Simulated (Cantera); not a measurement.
A perfectly stirred reactor is fed with H2 : O2 : N2 = 0.0082 : 1 : 0.57 (molar parts), at 10.00 Torr; it is held at 1000 K, and followed from long to short residence time.

Detailed kinetics in Cantera: the H2/O2 subset of GRI-Mech 3.0, which has no nitrogen chemistry. Radical loss at walls, strong at low pressure, is not modelled.

**Question.** What does this change do: temperature 1000 to 1125 K?

**Answer.** 
```tsv
quantity	before	after
x(H2) at τ = 28.0 s	1.95e-5	7.59e-6
x(O2) at τ = 28.0 s	0.633	0.633
x(HO2) at τ = 28.0 s	2.17e-7	1.30e-7
x(H2O) at τ = 28.0 s	0.00517	0.00517
x(O) at τ = 28.0 s	9.35e-5	0.000166
x(H2) at τ = 0.250 s	0.000264	0.000114
x(O2) at τ = 0.250 s	0.632	0.631
x(HO2) at τ = 0.250 s	1.23e-6	6.31e-7
x(H2O) at τ = 0.250 s	0.00479	0.00489
x(O) at τ = 0.250 s	0.00117	0.00214
```
